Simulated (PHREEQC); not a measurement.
3.2 g of hydrous ferric oxide (600 m²/g; 0.2 weak and 0.005 strong sites per Fe, Dzombak-Morel constants, diffuse double layer) in 1 kg of water with 0.3 mol/kgw of an inert sodium salt, at 25 °C; the pH is set by adding NaOH or the inert anion's acid. Oxygen is held at 0.21 atm. No CO2 enters from the air. Nothing may precipitate in this run.

Equilibrium calculation in PHREEQC: ion-association model, wateq4f.dat.

**Question.** Predict surface charge σ (C/m²) at pH = 5, 7, 11, 12.

**Answer.** 
| pH | surface charge σ (C/m²) |
|---|---|
| 5 | 0.269 |
| 7 | 0.066 |
| 11 | -0.244 |
| 12 | -0.339 |

Species that the database lacks are ignored.
